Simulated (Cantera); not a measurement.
A diamond (100) surface in a fixed gas of H2 with x(CH4) = 0.0087, x(CH3) = 0.00014, at 1400 K, 46.5 Torr; coverages are run to steady state.

Computed with Cantera and the Harris–Goodwin 1993 mechanism for the reconstructed diamond (100) surface.

θ: site fractions in the mechanism's names (c6HH fully hydrogenated, c6H* and c6*H radical sites, c6** diradical, c6HM methylated).

| x(H) | growth (µm/h) | θ c6HH | θ c6H* | θ c6*H | θ c6** |
|---|---|---|---|---|---|
| 0.0001 | 0.00890 | 0.712 | 0.0281 | 0.257 | 0.00315 |
| 0.00025 | 0.0644 | 0.563 | 0.0420 | 0.384 | 0.0102 |
| 0.00064 | ? | ? | ? | ? | ? |
| 0.0016 | 0.859 | 0.379 | 0.0571 | 0.522 | 0.0410 |
| 0.0041 | 1.60 | 0.346 | 0.0590 | 0.539 | 0.0547 |
| 0.01 | 2.30 | 0.333 | 0.0597 | 0.545 | 0.0621 |
| 0.026 | ? | 0.327 | 0.0601 | 0.547 | 0.0660 |
| 0.067 | 4.78 | 0.324 | 0.0607 | 0.547 | 0.0677 |
| 0.17 | 7.31 | 0.323 | 0.0619 | 0.546 | 0.0688 |

Task: Complete the blanks.

Result: 
- 0.00064, growth (µm/h): 0.308
- 0.00064, θ c6HH: 0.445
- 0.00064, θ c6H*: 0.0522
- 0.00064, θ c6*H: 0.478
- 0.00064, θ c6**: 0.0243
- 0.026, growth (µm/h): 3.22
